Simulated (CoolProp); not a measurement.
Vapour-liquid equilibrium of R134a (1) + R141b (2) at 0.0531 bar; x and y are mole fractions of (1).

The numbers come from the multi-fluid Helmholtz-energy mixture model, Tillner-Roth 1994 and Lemmon 2006; pair parameters Bell 2016 in CoolProp.

| x | bubble temperature (K) | y at the bubble point | dew temperature at overall composition x (K) | liquid density (mol/L) |
|---|---|---|---|---|
| 0.05 | 226.6 | 0.645 | 240.8 | 11.78 |
| 0.15 | ? | 0.879 | 239.0 | ? |
| 0.25 | 208.1 | 0.932 | ? | 12.52 |
| 0.35 | 204.9 | 0.953 | 235.0 | 12.81 |
| 0.45 | 203.0 | 0.964 | 232.6 | 13.10 |
| 0.55 | 201.7 | 0.971 | 229.8 | 13.39 |
| 0.65 | 200.8 | 0.976 | 226.4 | 13.68 |
| 0.75 | 200.0 | 0.981 | 222.1 | 13.99 |
| 0.85 | 199.2 | ? | 216.1 | 14.32 |
| 0.95 | 198.3 | ? | 205.5 | 14.67 |

**Question.** Fill in the missing entries.

**Answer.** 
- 0.15, bubble temperature (K): 213.8
- 0.15, liquid density (mol/L): 12.20
- 0.25, dew temperature at overall composition x (K): 237.1
- 0.85, y at the bubble point: 0.987
- 0.95, y at the bubble point: 0.994

No azeotrope shows between x = 0.05 and 0.95.

Pair parameters are fitted to limited data, so mixtures are less certain than the pure fluids.
